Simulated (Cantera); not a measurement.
# Thermodynamics of iron carbonyl, mercury and lead vapours, feed Fe(CO)5 + CO + H2

Input: 1 mol Fe(CO)5, 7.2 mol CO, 30 mol H2, at 13.3 mbar.

Equilibrium computed with Cantera from the NASA thermochemical tables; the gas is ideal and each condensed phase is pure. Candidate condensed phases: C, C6H6, C7H8, C8H18, Fe, Fe(CO)5, FeO, Fe(OH)2, Fe(OH)3, Fe2O3, Fe3O4, H2O; 114 gas species. Condensed phases not in the tables: cementite and carbon dissolved in iron. Rates play no part.

At 1048 K the condensed part is C(graphite) + Fe(α). At 1148 K the condensed part is Fe(α). From 1248 K to 1648 K the condensed part is Fe(γ).

```tsv
T (K)	log p H2	log p CO	log p H	log p H2O	log p CH4	log p CO2	log p Fe	n C(graphite)	n Fe(α)	n Fe(γ)
1048	-2.02	-2.42	-9.12	-5.17	-5.28	-5.48	-12.85	0.0153	1.00	0
1148	-2.02	-2.41	-8.16	-5.76	-5.67	-6.22	-11.10	0	1.00	0
1248	-2.02	-2.41	-7.34	-6.17	-6.08	-6.76	-9.63	0	0	1.000
1348	-2.02	-2.41	-6.65	-6.51	-6.44	-7.19	-8.39	0	0	1.000
1448	-2.02	-2.41	-6.05	-6.78	-6.78	-7.54	-7.32	0	0	1.000
1548	-2.02	-2.41	-5.52	-6.96	-7.12	-7.80	-6.39	0	0	0.999
1648	-2.02	-2.41	-5.06	-7.06	-7.48	-7.96	-5.58	0	0	0.992
```
log p: log10 of the partial pressure in bar; n: condensed amount in mol.
